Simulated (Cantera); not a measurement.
A freely propagating, adiabatic, planar premixed flame of H2 : O2 : N2 = 1 : 0.25 : 0.94 (molar parts), equivalence ratio 2.0, unburnt at 575 K and 2.07 atm; mixture-averaged transport, grid criteria slope 0.08 and curve 0.16, no radiation.

Model: the H2/O2 subset of GRI-Mech 3.0, which has no nitrogen chemistry, integrated in Cantera. The hydrogen kinetics of GRI-Mech 3.0 are dated; newer H2 mechanisms differ, most at raised pressure. Burning velocities carry a grid error of a few per cent, more on coarse grids.

**Question.** What does this change do: inlet temperature 575 to 650 K?

**Answer.** 
```csv
quantity,before,after
laminar burning velocity,872 cm/s,1090 cm/s
thermal thickness,0.170 mm,0.181 mm
peak x(H2O2),2.36e-5,1.34e-5
peak x(H),0.0766,0.0831
peak x(O),0.00358,0.00400
peak x(OH),0.00509,0.00587
```

**Question.** What does this change do: H2 1 to 0.79 parts?

**Answer.** 
| quantity | before | after |
|---|---|---|
| laminar burning velocity | 872 cm/s | 879 cm/s |
| thermal thickness | 0.170 mm | 0.169 mm |
| peak x(H2O2) | 2.36e-5 | 2.87e-5 |
| peak x(H) | 0.0766 | 0.0770 |
| peak x(O) | 0.00358 | 0.00588 |
| peak x(OH) | 0.00509 | 0.0101 |
